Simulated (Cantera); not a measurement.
Gas mixture: N2O = 0.07 (molar parts), at 3.95 atm, frozen composition.

Cantera's kinetic-theory transport with the Lennard-Jones parameters of GRI-Mech 3.0, ideal gas; thermal conductivity in the mixture-averaged form. The composition is frozen, though it would react at the higher temperatures.

One state of this run: ρ (kg/m³) = 3.26; cp (J/kg/K) = 1127; μ (µPa s) = 29.1; λ (mW/m/K) = 44.4; Pr = 0.739; D (cm²/s) NH3 = 0.180; D (cm²/s) O = 0.247; D (cm²/s) C2H2 = 0.129. D: mixture-averaged diffusion coefficient of that species in the mixture.

### Question
Which value of T (K) does it belong to?
(A) 650
(B) 400
(C) 2150
(D) 1400

### Answer
A, 650
